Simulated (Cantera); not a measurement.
A Cantera script and what it prints.

```python
import numpy as np
import cantera as ct

gas_names = [...]  # 95 gases of nasa_gas.yaml made of C, F, H
cond_names = """
    C(gr) C6H6(L) C7H8(L) C8H18(L),n-octa
""".split()


# ... load() reads the species with a 1 bar reference pressure and builds the phases ...
atoms = {
    'CH3F': {'C': 1, 'H': 3, 'F': 1},
    'H2': {'H': 2},
}
top_T = {'C(gr)': 4500}  # K; cautious upper limits of use, not melting points


# ... equilibrate(T, P, feed) seeds the gas with the atoms and calls Mixture.equilibrate('TP', solver="vcs", rtol=1e-11, max_steps=5000) ...
results = []
feed = {'CH3F': 1, 'H2': 11}  # mol
T = 2123  # K
P = 1000  # Pa
mix = equilibrate(T, P, feed)
results.append((T, P, feed, dict(zip(mix.species_names, mix.species_moles))))
x = sorted(zip(gas.X, gas.species_names), reverse=True)
print(f"T = {T:g} K  P = {P:g} Pa  gas = {mix.phase_moles(0):.4g} mol")
print("   x: " + "  ".join(f"{s} {v:.3e}" for v, s in x if v > 1e-06))
print("   condensed (mol): " + ("  ".join(f"{mix.phase(i).name} {mix.phase_moles(i):.4g}"
      for i in range(1, mix.n_phases) if mix.phase_moles(i) > 1e-12) or "none"))
```

Result:

```
T = 2123 K  P = 1000 Pa  gas = 13.22 mol
   x: H2 8.891e-01  HF 7.562e-02  H 3.383e-02  C2H2,acetylene 1.472e-03  CH4 2.470e-06  F 1.894e-06  CH3 1.825e-06  C2H 1.554e-06
   condensed (mol): C(gr) 0.9609
```

These are equilibrium values from Cantera (NASA tables, ideal gas, pure condensed phases), not measurements of a reactor.
